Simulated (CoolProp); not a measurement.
Vapour pressure (kPa) of methane: the reference equation beside estimates from Tc = 190.6 K, pc = 4599 kPa, ω = 0.011.

The numbers come from the reference Helmholtz-energy equation of state, Setzmann 1991 in CoolProp.

```csv
T (K),reference,van der Waals,Peng-Robinson
151.9,1132,1734,1140
154.7,1279,1886,1288
157.4,1432,2041,1443
160.2,1605,2209,1617
163,1792,2386,1807
165.7,1987,2564,2003
168.5,2205,2758,2223
171.2,2431,2953,2451
174,2682,3164,2704
176.8,2952,3384,2976
179.5,3231,3605,3255
182.3,3541,3843,3565
```

Absolute difference from the reference over all 12 rows, mean and median: van der Waals 28.5 and 27.1 %, Peng-Robinson 0.8 and 0.8 %.
